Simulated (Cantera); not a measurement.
Charge: 1 mol ZrO2, 230 mol H2, 4.3 mol N2, equilibrated at 1377 °C and 13.3 mbar.

Equilibrium computed with Cantera from the NASA thermochemical tables; the gas is ideal and each condensed phase is pure. Candidate condensed phases: H2O, Zr, ZrN, ZrO2; 28 gas species. Mutual solubility and eutectic melting of coexisting phases are not modelled. ZrN: taken at fixed stoichiometry. Condensed phases not in the tables: solid solutions among these carbides, nitrides and lower oxides. Kinetics and transport are ignored.

Base state: H2 0.981, N2 0.0183, H 0.000779 (mole fractions); condensed: ZrN(s) + ZrO2(tetragonal).

**Question.** What changes in the equilibrium state with this change: pressure from 13.3 mbar to 7.40 mbar?

**Answer.** 
| species | before | after |
|---|---|---|
| H2 | 0.981 | 0.981 |
| N2 | 0.0183 | 0.0183 |
| H | 0.000779 | 0.00105 |
| ZrN(s), mol | 0.000899 | 0.000776 |
| ZrO2(tetragonal), mol | 0.999 | 0.999 |

**Question.** What changes in the equilibrium state with this change: temperature from 1377 °C to 1525 °C?

**Answer.** 
| species | before | after |
|---|---|---|
| H2 | 0.981 | 0.979 |
| N2 | 0.0183 | 0.0183 |
| H | 0.000779 | 0.00302 |
| H2O | 7.67e-6 | 1.48e-5 |
| ZrN(s), mol | 0.000899 | 0.00174 |
| ZrO2(tetragonal), mol | 0.999 | 0.998 |
